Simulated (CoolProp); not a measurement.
A simple Rankine cycle with R1233zd(E): condensing at 303.15 K, boiler at 2.13 MPa, turbine inlet 449 K, turbine efficiency 0.75, pump efficiency 0.7, no recuperator. Each further row changes one setting.

The numbers come from the reference Helmholtz-energy equation of state, Akasaka 2022 in CoolProp.

| case | thermal efficiency (%) | net work (kJ/kg) | heat in (kJ/kg) | turbine exit temperature (K) | volume ratio over the turbine |
|---|---|---|---|---|---|
| as stated | 14.5 | ___ | 296 | 377.9 | 14.5 |
| condensing temperature 295.15 K | 15.6 | 47.6 | ___ | ___ | 19.1 |
| boiler pressure 1.49 MPa | ___ | ___ | 305 | 391.3 | 9.61 |
| turbine efficiency 0.65 | 12.5 | 36.9 | 296 | 384.5 | 14.8 |

Problem. Some entries are withheld; supply them.

Solution. 
- as stated, net work (kJ/kg): 42.9
- condensing temperature 295.15 K, heat in (kJ/kg): 306
- condensing temperature 295.15 K, turbine exit temperature (K): 372.1
- boiler pressure 1.49 MPa, thermal efficiency (%): 13.0
- boiler pressure 1.49 MPa, net work (kJ/kg): 39.6
